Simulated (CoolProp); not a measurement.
Hydrogen chloride at 298.15 K and 8.29 MPa is throttled through a valve to 3.24 MPa with no heat exchange. Each further row changes one setting.

The numbers come from the reference Helmholtz-energy equation of state, Thol 2018 in CoolProp.

```tsv
case	temperature change (K)	final phase	final density (kg/m³)
as stated	___	___	___
outlet pressure 0.972 MPa	___	___	___
outlet pressure 4.21 MPa	___	two-phase, vapour fraction 0.029	___
```

Problem. Complete the blanks.

Solution. 
- as stated, temperature change (K): -16.2
- as stated, final phase: two-phase, vapour fraction 0.110
- as stated, final density (kg/m³): 395
- outlet pressure 0.972 MPa, temperature change (K): -58.1
- outlet pressure 0.972 MPa, final phase: two-phase, vapour fraction 0.298
- outlet pressure 0.972 MPa, final density (kg/m³): 65.6
- outlet pressure 4.21 MPa, temperature change (K): -5.2
- outlet pressure 4.21 MPa, final density (kg/m³): 690
